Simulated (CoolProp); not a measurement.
Values from CoolProp's reference Helmholtz-energy equation of state, Akasaka 2022.

Give the vapour pressure (MPa), liquid density (kg/m³), enthalpy of vaporisation (kJ/kg), liquid cp (kJ/(kg K)) of saturated R1233zd(E) at 69.65, 96.15, 118.25 °C.


| T (°C) | p (MPa) | liquid density (kg/m³) | enthalpy of vaporisation (kJ/kg) | liquid cp (kJ/(kg K)) |
|---|---|---|---|---|
| 69.65 | 0.507 | 1150 | 165 | 1.30 |
| 96.15 | 0.959 | 1060 | 146 | 1.39 |
| 118.25 | 1.53 | 980 | 125 | 1.52 |
